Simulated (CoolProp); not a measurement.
1000 sccm (0 °C, 1 atm) of nitrogen bubbles through liquid hexamethyldisiloxane (MM) at 302.1 K and leaves saturated at a total pressure of 0.15 MPa (ideal gas phase). Each further row changes one setting.

The numbers come from the reference Helmholtz-energy equation of state, Thol 2016 in CoolProp.

```tsv
case	vapour pressure (kPa)	mole fraction of vapour	delivery (mg/min)	delivery (sccm)	change of delivery for a bath 1 K warmer (%)
as stated	6.79	0.0453	344	47.4	5.3
bath temperature 307.1 K	8.64	0.0576	443	61.1	5.1
total pressure 0.3 MPa	6.79	0.0226	168	23.2	5.1
```
